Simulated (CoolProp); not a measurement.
Vapour-liquid equilibrium of CH2F2 (R32) (1) + R125 (2) at 255.9 K; x and y are mole fractions of (1).

Computed with CoolProp (multi-fluid Helmholtz-energy mixture model, Tillner-Roth 1997 and Lemmon 2005; pair parameters Lemmon 2004).

```tsv
x	bubble pressure (kPa)	y at the bubble point	dew pressure at overall composition x (kPa)	liquid density (mol/L)
0.05	379.9	0.064	378.4	11.90
0.15	392.7	0.186	388.8	12.49
0.25	404.8	0.299	399.5	13.13
0.35	415.9	0.403	410.3	13.84
0.45	425.7	0.500	420.7	14.62
0.55	434.2	0.592	430.5	15.50
0.65	441.1	0.680	438.9	16.50
0.75	446.3	0.767	445.4	17.63
0.85	449.5	0.856	449.4	18.95
0.95	450.3	0.949	450.3	20.49
```

y crosses x between x = 0.85 and 0.95: the model has an azeotrope there.

The pair parameters rest on a limited set of measurements; away from them the model extrapolates.
